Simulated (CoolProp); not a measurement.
Computed with CoolProp (reference Helmholtz-energy equation of state, Marx 1992).

Q: For R113, give the phase and the Z, cp (kJ/(kg K)), speed of sound (m/s), isothermal compressibility (1/MPa) at 226.85 °C and 3.08 MPa; 226.85 °C and 4.63 MPa; 226.85 °C and 15.4 MPa.

A: 
- 226.85 °C and 3.08 MPa: gas; Z 0.622, cp 1.17, speed of sound 100, isothermal compressibility 0.634
- 226.85 °C and 4.63 MPa: supercritical; Z 0.262, cp 1.91, speed of sound 114, isothermal compressibility 0.218
- 226.85 °C and 15.4 MPa: supercritical; Z 0.615, cp 1.07, speed of sound 337, isothermal compressibility 0.0104
